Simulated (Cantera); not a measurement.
Charge: 1 mol Si, a varied amount of Cl2, 7.2 mol H2, equilibrated at 1523.15 K and 0.133 bar.

These are equilibrium values from Cantera (NASA tables, ideal gas, pure condensed phases), not measurements of a reactor. Candidate condensed phases: Si; 19 gas species. The tables' values for SiCl3 are old estimates; treat these amounts as uncertain. Rates play no part.

x: gas mole fraction; n: condensed amount in mol.

| n(Cl2) (mol) | x H2 | x HCl | x SiCl2 | x SiCl3 | x SiCl4 | x SiHCl3 | x SiH2Cl2 | n Si(s) |
|---|---|---|---|---|---|---|---|---|
| 0.5 | 0.897 | 0.0784 | 0.0224 | 0.00146 | 0.000283 | 0.000364 | 7.52e-5 | 0.811 |
| 0.89 | 0.839 | 0.108 | 0.0458 | 0.00426 | 0.00118 | 0.00103 | 0.000144 | 0.578 |
| 1.3 | 0.789 | 0.129 | 0.0693 | 0.00793 | 0.00271 | 0.00185 | 0.000204 | 0.309 |
| 1.7 | 0.746 | 0.144 | 0.0905 | 0.0118 | 0.00461 | 0.00269 | 0.000252 | 0.0353 |
| 2.1 | 0.686 | [?] | [?] | 0.0157 | [?] | [?] | [?] | 0 |
| 2.4 | 0.642 | [?] | [?] | 0.0178 | [?] | 0.00375 | [?] | 0 |
| 2.8 | 0.586 | 0.311 | 0.0611 | 0.0195 | 0.0186 | 0.00393 | 0.000134 | 0 |

**Question.** Fill in the missing entries.

**Answer.** 
- 2.4, x HCl: 0.252
- 2.4, x SiCl2: 0.0721
- 2.4, x SiCl4: 0.0131
- 2.4, x SiH2Cl2: 0.000173
- 2.1, x HCl: 0.204
- 2.1, x SiCl2: 0.0813
- 2.1, x SiCl4: 0.00909
- 2.1, x SiHCl3: 0.00343
- 2.1, x SiH2Cl2: 0.000208
